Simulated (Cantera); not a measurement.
What does this Cantera script print?

```python
import numpy as np
import cantera as ct

gas = ct.Solution("gri30.yaml")
gas.TPX = 1450, 210000, {'CH4': 1, 'H2O': 0.64}
reactor = ct.IdealGasConstPressureReactor(gas, energy="off", clone=False)
net = ct.ReactorNet([reactor])
net.rtol, net.atol = 1e-08, 1e-18
show = ['CH4', 'H2O', 'H2O2', 'H', 'O2']
times = np.geomspace(2e-06, 10, 15)

steps = ct.SolutionArray(gas, extra=["t"])
rows = []
print(f"{'t/s':>10s}{'T/K':>9s}{'P/Pa':>11s}" + "".join(f"{s:>11s}" for s in show))
for t in times:
    while net.time < t:
        t_next = net.step()
        steps.append(gas.state, t=t_next)
    rows.append([np.interp(t, steps.t, y) for y in (steps.T, steps.P, *steps(*show).X.T)])
    print(f"{t:10.3e}{rows[-1][0]:9.1f}{rows[-1][1]:11.4g}" + "".join(f"{x:11.3e}" for x in rows[-1][2:]))
rate = np.gradient(steps.T, steps.t)
print("integrator steps:", len(steps.t))
if steps.T.max() > steps.T[0] + 200:
    print(f"time of steepest temperature rise: {steps.t[rate.argmax()]:.4e} s")
gas.TPX = 1450, 210000, {'CH4': 1, 'H2O': 0.64}
gas.equilibrate("TP")
print(f"equilibrium (TP): T = {gas.T:.1f} K  " + "  ".join(f"{s} {gas[s].X[0]:.3e}" for s in show))
```

Output:

```
       t/s      T/K       P/Pa        CH4        H2O       H2O2          H         O2
 2.000e-06   1450.0    2.1e+05  6.098e-01  3.902e-01  2.377e-18  1.344e-08  1.524e-23
 6.019e-06   1450.0    2.1e+05  6.098e-01  3.902e-01  2.984e-17  1.345e-08  8.373e-22
 1.811e-05   1450.0    2.1e+05  6.097e-01  3.902e-01  3.387e-16  1.350e-08  6.032e-20
 5.452e-05   1450.0    2.1e+05  6.097e-01  3.902e-01  2.884e-15  1.395e-08  4.212e-18
 1.641e-04   1450.0    2.1e+05  6.096e-01  3.902e-01  1.049e-14  1.539e-08  1.300e-16
 4.938e-04   1450.0    2.1e+05  6.094e-01  3.902e-01  1.404e-14  1.690e-08  9.628e-16
 1.486e-03   1450.0    2.1e+05  6.087e-01  3.902e-01  2.001e-14  2.152e-08  4.763e-15
 4.472e-03   1450.0    2.1e+05  6.064e-01  3.900e-01  3.443e-14  4.064e-08  2.756e-14
 1.346e-02   1450.0    2.1e+05  5.978e-01  3.888e-01  5.176e-14  1.202e-07  1.592e-13
 4.051e-02   1450.0    2.1e+05  5.693e-01  3.829e-01  4.834e-14  3.661e-07  4.516e-13
 1.219e-01   1450.0    2.1e+05  4.985e-01  3.654e-01  3.621e-14  9.167e-07  3.232e-13
 3.669e-01   1450.0    2.1e+05  3.746e-01  3.350e-01  2.778e-14  1.842e-06  8.943e-14
 1.104e+00   1450.0    2.1e+05  2.419e-01  2.984e-01  2.992e-14  3.369e-06  4.805e-14
 3.323e+00   1450.0    2.1e+05  2.129e-01  2.638e-01  2.643e-14  4.090e-06  4.038e-14
 1.000e+01   1450.0    2.1e+05  2.132e-01  2.098e-01  1.498e-14  4.301e-06  2.756e-14
integrator steps: 1382
equilibrium (TP): T = 1450.0 K  CH4 1.083e-01  H2O 2.117e-05  H2O2 9.858e-23  H 5.371e-06  O2 4.351e-22
```

Cantera simulation using GRI-Mech 3.0 (53 species, 325 reactions); the numbers are that mechanism's predictions, not measurements. GRI-Mech 3.0 stops at C3 and has no aromatics, soot or wall deposition, so with more carbon than oxygen in the feed, carbon stays in small species such as C2H2 where larger ones or solid carbon would form.
